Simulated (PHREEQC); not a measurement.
## Copper plating or etch bath with silver or lead bath

Solution A (0.088 mol/kgw CuSO4, 3.5e-05 mol/kgw HCl and 0.00012 mol/kgw KCl) is mixed with solution B (130 mmol/kgw Pb(NO3)2 and 0.17 mmol/kgw KBr) at 25 °C; shares are by mass of water, 1 kg in all. O2 is buffered at 0.21 atm. No CO2 enters from the air. Solids allowed: Cu(OH)2, Brochantite, Antlerite, Atacamite, Cu2(OH)3NO3, Litharge, Anglesite, Cotunnite, Laurionite, PbBr2, Larnakite, Chalcanthite. Others were left out.

All values are PHREEQC results (ion-association model, wateq4f.dat), not measurements.

```tsv
share of solution B	pH	Anglesite (mol)	Antlerite (mol)	Pb in solution (mol/kgw)
0	3.90	0	8.74e-5	0
0.1	3.92	0.0130	6.92e-5	1.58e-5
0.2	3.95	0.0260	5.11e-5	1.88e-5
0.3	4.01	0.0390	3.24e-5	2.89e-5
0.4	4.31	0.0516	0	0.000417
0.5	4.34	0.0440	0	0.0210
0.6	4.37	0.0352	0	0.0428
0.7	4.37	0.0264	0	0.0646
0.8	4.35	0.0176	0	0.0864
0.9	4.31	0.00879	0	0.108
1	4.27	0	0	0.130
```

Antlerite from the start (pH 3.90), last present at share of solution B = 0.3; Anglesite from share of solution B = 0.1 (pH 3.92), last present at share of solution B = 0.9.

Species that the database lacks are ignored.
